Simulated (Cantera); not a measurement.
An adiabatic, constant-pressure homogeneous reactor starts with 12.9 % CO, 0.816 % H₂, 18.1 % O₂, 68.1 % N₂, at 1150 K and 1.01 bar.

Cantera simulation using GRI-Mech 3.0 (53 species, 325 reactions); the numbers are that mechanism's predictions, not measurements.

Problem. Predict: time of steepest temperature rise; temperature at 5.00 s; equilibrium temperature; x(CO) at 5.00 s; x(H₂) at 5.00 s; x(O₂) at 5.00 s; x(H) at 5.00 s; x(OH) at 5.00 s; x(NO) at 5.00 s.

Solution. 
| Quantity | Value |
|---|---|
| time of steepest temperature rise | 0.237 ms |
| temperature at 5.00 s | 2173 K |
| equilibrium temperature | 2173 K |
| x(CO) at 5.00 s | 0.00200 (gas-phase equilibrium 0.00200) |
| x(H₂) at 5.00 s | 2.30e-5 (gas-phase equilibrium 2.30e-5) |
| x(O₂) at 5.00 s | 0.117 (gas-phase equilibrium 0.117) |
| x(H) at 5.00 s | 2.32e-5 (gas-phase equilibrium 2.32e-5) |
| x(OH) at 5.00 s | 0.00110 (gas-phase equilibrium 0.00110) |
| x(NO) at 5.00 s | 0.00852 (gas-phase equilibrium 0.00852) |
